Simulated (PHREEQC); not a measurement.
# Silver or lead bath

A solution holds 8.6e-05 mol Ag2SO4, 0.26 mol HF and 0.0042 mol Na2SO4 per kg of water, at 25 °C. Closed to the air; pH follows from the charge balance.

Equilibrium calculation in PHREEQC: ion-association model, wateq4f.dat.

```
Property                   Value
----------------  --------------
pH                          1.94
ionic strength    0.0238 mol/kgw
total alkalinity     -260 meq/kg
```

| species | molality | activity | log γ |
|---|---|---|---|
| HF | 0.139 | 0.140 | 0.002 |
| H2F2 | 0.0506 | 0.0509 | 0.002 |
| H+ | 0.0129 | 0.0114 | -0.054 |
| F- | 0.00953 | 0.00817 | -0.067 |
| Na+ | 0.00831 | 0.00718 | -0.064 |
| HF2- | 0.00511 | 0.00438 | -0.067 |
| SO4-2 | 0.00246 | 0.00137 | -0.252 |
| HSO4- | 0.00177 | 0.00152 | -0.064 |
| Ag+ | 0.000165 | 0.000142 | -0.065 |
| NaSO4- | 5.70e-5 | 4.95e-5 | -0.062 |
| NaF | 3.36e-5 | 3.38e-5 | 0.002 |
| AgSO4- | 4.42e-6 | 3.81e-6 | -0.065 |
| AgF | 2.65e-6 | 2.66e-6 | 0.002 |

This is a speciation only: nothing precipitates in the calculation. Complexes and solids missing from the database can't appear. wateq4f.dat counts part of the HF as a dimer, H2F2, which phreeqc.dat doesn't know; its constant is uncertain.
